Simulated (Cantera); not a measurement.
A closed system holds: 1 mol CCl4, 0.76 mol H2, held at 0.000130 bar.

Equilibrium computed with Cantera from the NASA thermochemical tables; the gas is ideal and each condensed phase is pure. Candidate condensed phases: C, C6H6, C7H8, C8H18; 91 gas species. The numbers say what is thermodynamically allowed, not how fast it happens.

### Question
What share of the C ends up in condensed phases as a function of T (K), at 2123, 2223, 2323, 2423, 2523, 2623, 2723, 2823, 2923, 3023?

### Answer
| T (K) | C condensed (%) | as |
|---|---|---|
| 2123 | 100.0 | C(graphite) |
| 2223 | 99.9 | C(graphite) |
| 2323 | 99.5 | C(graphite) |
| 2423 | 97.8 | C(graphite) |
| 2523 | 89.5 | C(graphite) |
| 2623 | 53.5 | C(graphite) |
| 2723 | 0.0 | - |
| 2823 | 0.0 | - |
| 2923 | 0.0 | - |
| 3023 | 0.0 | - |
